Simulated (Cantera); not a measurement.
**Hydrocarbon pyrolysis for carbon deposition**

A perfectly stirred reactor is fed with 5.56 % C2H6, 94.4 % H2, at 5.40 Torr; it is held at 1550 K, and followed from long to short residence time.

Detailed kinetics in Cantera: GRI-Mech 3.0 (53 species, 325 reactions). GRI-Mech 3.0 stops at C3 and has no aromatics, soot or wall deposition, so with more carbon than oxygen in the feed, carbon stays in small species such as C2H2 where larger ones or solid carbon would form. Radical loss at walls, strong at low pressure, is not modelled.

| τ (s) | x C2H6 | x H2 | x H | x CH4 | x C2H4 |
|---|---|---|---|---|---|
| 0.64 | 0.000134 | 0.928 | 0.000931 | 0.0382 | 0.000868 |
| 0.28 | 0.000268 | 0.924 | 0.00107 | 0.0439 | 0.00151 |
| 0.13 | 0.000511 | 0.921 | 0.00120 | 0.0486 | 0.00248 |
| 0.055 | 0.00106 | 0.918 | 0.00136 | 0.0529 | 0.00421 |
| 0.024 | 0.00214 | 0.916 | 0.00152 | 0.0553 | 0.00663 |
| 0.011 | 0.00417 | 0.916 | 0.00164 | 0.0552 | 0.00931 |
| 0.0048 | 0.00845 | 0.917 | 0.00170 | 0.0510 | 0.0118 |
| 0.0021 | 0.0169 | 0.922 | 0.00158 | 0.0398 | 0.0124 |
| 0.00094 | 0.0304 | 0.931 | 0.00124 | 0.0224 | 0.00976 |
x: mole fraction; the columns are a selection and need not sum to one.
